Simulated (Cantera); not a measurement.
A freely propagating, adiabatic, planar premixed flame of 9.12 % CH4, 0.912 % CO, 17.0 % O2, 73.0 % N2, equivalence ratio 1.1, unburnt at 625 K and 10.0 bar; multicomponent transport, grid criteria slope 0.08 and curve 0.16, no radiation.

Detailed kinetics in Cantera: GRI-Mech 3.0 (53 species, 325 reactions). Burning velocities carry a grid error of a few per cent, more on coarse grids.

### Question
Predict: laminar burning velocity; thermal thickness; peak x(H); peak x(C2H4); peak x(HCN).

### Answer
```
Item                         Result
------------------------  ---------
laminar burning velocity  45.7 cm/s
thermal thickness         0.0765 mm
peak x(H)                   0.00243
peak x(C2H4)               0.000951
peak x(HCN)                 1.12e-5
```
